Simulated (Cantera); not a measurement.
A closed system holds: 1 mol PbO, 0.41 mol H₂O, 1.6 mol N₂, at 1.20 bar.

Cantera equilibrium calculation (NASA polynomials, part measured and part estimated; ideal gas, pure solids and liquids). Candidate condensed phases: H₂O, Pb, PbO, PbO₂, Pb₃O₄; 27 gas species. Kinetics and transport are ignored. All values below are at 827 °C.

Base state: N₂ 0.796, H₂O 0.204 (mole fractions); condensed: PbO(yellow).

### Question
What changes in the equilibrium state with this change: PbO replaced by MgO?

### Answer
```csv
species,before,after
N₂,0.796,0.796
H₂O,0.204,0.204
"PbO(yellow), mol",1.000,0
"MgO(s), mol",0,1.00
```
Further candidate phases: Mg, MgO, Mg(OH)₂.
